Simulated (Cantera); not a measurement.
Charge: 1 mol SiH₂Cl₂, 11 mol N₂, equilibrated at 750 Torr.

These are equilibrium values from Cantera (NASA tables, ideal gas, pure condensed phases), not measurements of a reactor. Candidate condensed phases: NH₄Cl, Si, Si₃N₄; 28 gas species. N₂ is the only nitrogen source here; it is nearly inert below about 1500 K, so the nitride shown seldom forms there in practice. The tables' values for SiCl₃ are old estimates; treat these amounts as uncertain. Rates play no part.

x: gas mole fraction; n: condensed amount in mol.

| T (°C) | x N₂ | x HCl | x H₂ | x SiCl₄ | x SiCl₂ | x SiCl₃ | x SiHCl₃ | n Si₃N₄(s) |
|---|---|---|---|---|---|---|---|---|
| 427 | 0.860 | 0.0703 | 0.0464 | 0.0233 | <1e-12 | 1.00e-9 | 3.14e-6 | 0.238 |
| 527 | 0.858 | 0.0793 | 0.0420 | 0.0210 | 6.11e-12 | 3.40e-8 | 1.01e-5 | 0.248 |
| 627 | 0.856 | 0.0860 | 0.0386 | 0.0193 | 6.69e-10 | 5.20e-7 | 2.46e-5 | 0.254 |
| 727 | 0.855 | 0.0912 | 0.0359 | 0.0179 | ? | 4.57e-6 | ? | 0.260 |
| 827 | 0.854 | 0.0953 | 0.0338 | 0.0168 | 5.93e-7 | 2.68e-5 | 8.81e-5 | 0.264 |
| 927 | 0.853 | 0.0986 | 0.0321 | 0.0159 | 7.41e-6 | 0.000116 | 0.000141 | 0.267 |
| 1027 | 0.852 | 0.101 | 0.0308 | 0.0150 | ? | 0.000395 | ? | 0.269 |
| 1127 | 0.852 | 0.103 | 0.0299 | 0.0138 | 0.000372 | 0.00110 | 0.000284 | 0.270 |
| 1227 | 0.851 | 0.103 | 0.0296 | 0.0119 | 0.00168 | 0.00251 | 0.000354 | 0.266 |
| 1327 | 0.849 | 0.101 | 0.0304 | 0.00876 | 0.00573 | 0.00451 | 0.000382 | 0.253 |
| 1427 | 0.847 | 0.0939 | 0.0332 | 0.00484 | 0.0143 | 0.00593 | 0.000331 | 0.228 |

Complete the blanks.


- 727, x SiCl₂: 2.82e-8
- 727, x SiHCl₃: 4.97e-5
- 1027, x SiCl₂: 6.18e-5
- 1027, x SiHCl₃: 0.000208
